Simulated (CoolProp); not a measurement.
Nitrogen along the isotherm 109.4 K: fugacity coefficient from the reference equation and from simpler models built on Tc = 126.2 K, pc = 3396 kPa, ω = 0.037; each cubic takes its own stable root.

The numbers come from the reference Helmholtz-energy equation of state, Span 2000 in CoolProp.

```json
[
 {"p (kPa)": "16.1", "phase": "gas", "reference": "0.9976", "van der Waals": "0.9980", "Peng-Robinson": "0.9974"},
 {"p (kPa)": "33.1", "phase": "gas", "reference": "0.9951", "van der Waals": "0.9959", "Peng-Robinson": "0.9946"},
 {"p (kPa)": "67.9", "phase": "gas", "reference": "0.9899", "van der Waals": "0.9917", "Peng-Robinson": "0.9889"},
 {"p (kPa)": "139", "phase": "gas", "reference": "0.9794", "van der Waals": "0.9829", "Peng-Robinson": "0.9774"},
 {"p (kPa)": "286", "phase": "gas", "reference": "0.9577", "van der Waals": "0.9649", "Peng-Robinson": "0.9536"},
 {"p (kPa)": "588", "phase": "gas", "reference": "0.9131", "van der Waals": "0.9280", "Peng-Robinson": "0.9055"},
 {"p (kPa)": "1210", "phase": "gas", "reference": "0.8210", "van der Waals": "0.8515", "Peng-Robinson": "0.8080"},
 {"p (kPa)": "2480", "phase": "liquid", "reference": "0.4748", "van der Waals": "0.6041", "Peng-Robinson": "0.4664"},
 {"p (kPa)": "5090", "phase": "liquid", "reference": "0.2618", "van der Waals": "0.3510", "Peng-Robinson": "0.2548"}
]
```
